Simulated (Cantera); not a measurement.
Charge: 1 mol TEOS, 11 mol NO, 56 mol H₂, 3.9 mol O₂, held at 0.323 Torr.

Method: chemical equilibrium by Gibbs-energy minimisation in Cantera with the NASA 1993 tables (ideal gas, pure condensed phases). Candidate condensed phases: C, C₆H₆, C₇H₈, C₈H₁₈, H₂O, Si, SiC, SiO₂, Si₂N₂O, Si₃N₄; 151 gas species. The feed counts by its element totals alone. The tables hold silica as quartz up to 1696 K and as liquid above; real silica turns to tridymite and cristobalite and melts near 1996 K. Kinetics and transport are ignored. All values below are at 1725 K.

Base state: H₂ 0.662, H₂O 0.158, CO 0.0935, N₂ 0.0686, H 0.00729, CO₂ 0.00634, SiO 0.00463, OH 9.58e-5 (mole fractions); condensed: SiO₂(condensed).

Problem. What changes in the equilibrium state with this change: TEOS replaced by SiCl₄?

Solution. 
```csv
species,before,after
H₂,0.662,0.577
H₂O,0.158,0.265
N₂,0.0686,0.0861
CO,0.0935,0
HCl,0,0.0620
SiO,0.00463,0.00240
CO₂,0.00634,0
Cl,0,0.000567
OH,9.58e-5,0.000172
"SiO₂(condensed), mol",0.629,0.846
```
Further candidate phases: NH₄Cl.
